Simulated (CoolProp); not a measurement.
Saturated liquid density (kg/m³) of methanol: the reference equation beside estimates from Tc = 513.4 K, pc = 8.216 MPa, ω = 0.565. Rackett uses Z = 0.29056 − 0.08775 ω.

Values from CoolProp's reference Helmholtz-energy equation of state, de Reuck 1993.

| T (K) | reference | Rackett | van der Waals |
|---|---|---|---|
| 308.7 | 776.3 | 764.4 | 379.8 |
| 321 | 764.6 | 749.9 | 373.5 |
| 333.3 | 752.6 | 734.9 | 366.9 |
| 345.6 | 740.3 | 719.6 | 360.1 |
| 357.9 | 727.6 | 703.8 | 352.9 |
| 370.2 | 714.3 | 687.4 | 345.4 |
| 382.5 | 700.2 | 670.4 | 337.6 |
| 394.8 | 685.2 | 652.7 | 329.3 |
| 407.1 | 669.2 | 634.1 | 320.5 |
| 419.4 | 651.8 | 614.6 | 311.2 |
| 431.7 | 632.8 | 593.8 | 301.2 |
| 443.9 | 611.9 | 571.6 | 290.5 |
| 456.2 | 588.1 | 547.3 | 278.6 |
| 468.5 | 560.8 | 520.2 | 265.4 |

Absolute difference from the reference over all 14 rows, mean and median: Rackett 4.5 and 4.5 %, van der Waals 51.9 and 51.9 %.
